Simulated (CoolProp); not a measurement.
Carbonyl sulfide along the isotherm 620 K: fugacity coefficient from the reference equation and from simpler models built on Tc = 378.8 K, pc = 63.69 bar, ω = 0.098; each cubic takes its own stable root.

Values from CoolProp's reference Helmholtz-energy equation of state, Lemmon 2006. It is a short technical equation, of lower accuracy than the large ones.

| p (bar) | phase | reference |
|---|---|---|
| 39.8 | gas | 0.9623 |
| 79.6 | supercritical | 0.9277 |
| 119 | supercritical | 0.8968 |
| 159 | supercritical | 0.8688 |
| 199 | supercritical | 0.8446 |
| 239 | supercritical | 0.8241 |
| 279 | supercritical | 0.8074 |
| 318 | supercritical | 0.7946 |

Q: How far does each simpler model (van der Waals, Redlich-Kwong, Soave-Redlich-Kwong, Peng-Robinson) lie from the reference over these 8 states: mean and median of the absolute difference, and the worst?

A: 
- van der Waals: mean 5.5 %, median 6.0 %, worst -8.4 % at 620 K and 318 bar
- Redlich-Kwong: mean 1.7 %, median 2.0 %, worst -2.4 % at 620 K and 318 bar
- Soave-Redlich-Kwong: mean 3.0 %, median 2.9 %, worst +5.7 % at 620 K and 318 bar
- Peng-Robinson: mean 1.8 %, median 2.1 %, worst -2.2 % at 620 K and 239 bar
